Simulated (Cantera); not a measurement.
Charge: 1 mol N₂O, 1.3 mol H₂, at 1475 K and 5.10 mbar.

These are equilibrium values from Cantera (NASA tables, ideal gas, pure condensed phases), not measurements of a reactor. Candidate condensed phases: H₂O; 24 gas species. The numbers say what is thermodynamically allowed, not how fast it happens.

Base state: N₂ 0.435, H₂O 0.435, H₂ 0.130, H 6.56e-5 (mole fractions); condensed: gas only.

Question: What changes in the equilibrium state with this change: temperature from 1475 K to 1748 K?

Answer: 
```json
[
 {"species": "N₂", "before": "0.435", "after": "0.434"},
 {"species": "H₂O", "before": "0.435", "after": "0.434"},
 {"species": "H₂", "before": "0.130", "after": "0.130"},
 {"species": "H", "before": "6.56e-5", "after": "0.00115"},
 {"species": "OH", "before": "5.73e-6", "after": "0.000225"}
]
```
